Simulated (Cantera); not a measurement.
Charge: 1 mol Ta, 11 mol H2O, equilibrated at 2198.15 K and 13.3 mbar.

Cantera equilibrium calculation (NASA polynomials, part measured and part estimated; ideal gas, pure solids and liquids). Candidate condensed phases: H2O, Ta, Ta2O5; 12 gas species. Kinetics and transport are ignored.

Base state: H2O 0.745, H2 0.220, H 0.0226, OH 0.0107, O2 0.00109, O 0.000765, TaO2 4.89e-5 (mole fractions); condensed: Ta2O5(l).

Task: What changes in the equilibrium state with this change: pressure from 13.3 mbar to 1.60 Pa?

Result: 
```json
[
 {"species": "H", "before": "0.0226", "after": "0.486"},
 {"species": "O", "before": "0.000765", "after": "0.149"},
 {"species": "H2", "before": "0.220", "after": "0.121"},
 {"species": "H2O", "before": "0.745", "after": "0.0962"},
 {"species": "TaO2", "before": "4.89e-5", "after": "0.0442"},
 {"species": "O2", "before": "0.00109", "after": "0.0499"},
 {"species": "OH", "before": "0.0107", "after": "0.0535"},
 {"species": "TaO", "before": "1.10e-8", "after": "4.24e-5"},
 {"species": "Ta2O5(l), mol", "before": "0.500", "after": "0"}
]
```

Task: What changes in the equilibrium state with this change: pressure from 13.3 mbar to 2.90 Pa?

Result: 
```tsv
species	before	after
H	0.0226	0.407
H2O	0.745	0.170
H2	0.220	0.155
O	0.000765	0.114
TaO2	4.89e-5	0.0395
O2	0.00109	0.0528
OH	0.0107	0.0622
TaO	1.10e-8	2.73e-5
Ta2O5(l), mol	0.500	0.111
```

Task: What changes in the equilibrium state with this change: temperature from 2198.15 K to 1298 K?

Result: 
```json
[
 {"species": "H2O", "before": "0.745", "after": "0.773"},
 {"species": "H2", "before": "0.220", "after": "0.227"},
 {"species": "H", "before": "0.0226", "after": "4.42e-6"},
 {"species": "OH", "before": "0.0107", "after": "1.95e-7"},
 {"species": "TaO2", "before": "4.89e-5", "after": "<1e-9"},
 {"species": "O2", "before": "0.00109", "after": "<1e-9"},
 {"species": "O", "before": "0.000765", "after": "<1e-9"},
 {"species": "Ta2O5(l), mol", "before": "0.500", "after": "0"},
 {"species": "Ta2O5(s), mol", "before": "0", "after": "0.500"}
]
```
